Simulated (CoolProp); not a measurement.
A simple Rankine cycle with R113: condensing at 333.15 K, boiler at 0.493 MPa, turbine inlet 393.4 K, turbine efficiency 0.65, pump efficiency 0.6, no recuperator. Each further row changes one setting.

The numbers come from the reference Helmholtz-energy equation of state, Marx 1992 in CoolProp.

| case | thermal efficiency (%) | net work (kJ/kg) | heat in (kJ/kg) | turbine exit temperature (K) | volume ratio over the turbine |
|---|---|---|---|---|---|
| as stated | 6.5 | 11.6 | 179 | 371.0 | 3.35 |
| turbine inlet 413.4 K | 6.4 | 12.4 | 195 | ? | 3.31 |
| condensing temperature 325.15 K | ? | 14.1 | ? | 366.9 | 4.28 |
| boiler pressure 0.345 MPa | 4.7 | 8.47 | 181 | ? | 2.30 |
| turbine efficiency 0.55 | 5.5 | 9.80 | 179 | ? | 3.37 |

**Question.** Complete the blanks.

**Answer.** 
- turbine inlet 413.4 K, turbine exit temperature (K): 391.2
- condensing temperature 325.15 K, thermal efficiency (%): 7.6
- condensing temperature 325.15 K, heat in (kJ/kg): 187
- boiler pressure 0.345 MPa, turbine exit temperature (K): 378.4
- turbine efficiency 0.55, turbine exit temperature (K): 373.5
